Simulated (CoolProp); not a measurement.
R365MFC along the isotherm 226.85 °C: density (kg/m³) from the reference equation and from simpler models built on Tc = 186.9 °C, pc = 3.266 MPa, ω = 0.377; each cubic takes its own stable root.

The numbers come from the reference Helmholtz-energy equation of state, Lemmon 2016 in CoolProp.

| p (MPa) | phase | reference |
|---|---|---|
| 0.0258 | gas | 0.9210 |
| 0.0417 | gas | 1.491 |
| 0.0674 | gas | 2.415 |
| 0.109 | gas | 3.919 |
| 0.176 | gas | 6.365 |
| 0.284 | gas | 10.37 |
| 0.459 | gas | 17.03 |
| 0.742 | gas | 28.26 |
| 1.2 | gas | 47.83 |
| 1.94 | gas | 83.88 |
| 3.13 | gas | 158.2 |
| 5.05 | supercritical | 364.2 |
| 8.17 | supercritical | 686.2 |

How far does each simpler model (ideal gas, van der Waals, Peng-Robinson) lie from the reference over these 13 states: mean and median of the absolute difference, and the worst?


- ideal gas: mean 14.0 %, median 4.0 %, worst -57.6 % at 226.85 °C and 8.17 MPa
- van der Waals: mean 3.2 %, median 0.5 %, worst -18.5 % at 226.85 °C and 8.17 MPa
- Peng-Robinson: mean 0.8 %, median 0.1 %, worst -5.4 % at 226.85 °C and 8.17 MPa
